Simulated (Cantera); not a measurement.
## SiH₄ + NH₃ + N₂ (silicon nitride deposition)

Feed: 1 mol SiH₄, 45 mol NH₃, 1.4 mol N₂, equilibrated at 477 °C and 9.50 Pa.

Equilibrium computed with Cantera from the NASA thermochemical tables; the gas is ideal and each condensed phase is pure. Candidate condensed phases: Si, Si₃N₄; 18 gas species. Kinetics and transport are ignored.

```json
{
  "x(H₂)": "0.749",
  "x(N₂)": "0.251",
  "n(Si₃N₄(s))": "0.333 mol",
  "gas_amount": "92.73 mol",
  "log10 activity of Si(s) (absent)": "-8.45"
}
```
